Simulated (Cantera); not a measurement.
A freely propagating, adiabatic, planar premixed flame of C₂H₄ : O₂ : N₂ : H₂O = 1 : 4.35 : 17.4 : 1.5 (molar parts), equivalence ratio 0.69, unburnt at 400 K and 1.90 bar; unity-Lewis-number transport, grid criteria slope 0.08 and curve 0.16, no radiation.

Computed with Cantera and GRI-Mech 3.0 (53 species, 325 reactions). GRI-Mech 3.0 was tuned for natural gas; its chemistry of ethylene as a main component is partial and can be far from experiment. Unity Lewis numbers drop preferential diffusion, which matters most where H2 and H carry the flame. Burning velocities carry a grid error of a few per cent, more on coarse grids.

**Question.** Predict: laminar burning velocity; thermal thickness; peak x(H₂O₂); peak x(O); peak x(C₂H₂).

**Answer.** 
* **laminar burning velocity**: 39.5 cm/s
* **thermal thickness**: 0.254 mm
* **peak x(H₂O₂)**: 0.000191
* **peak x(O)**: 0.00245
* **peak x(C₂H₂)**: 0.000262
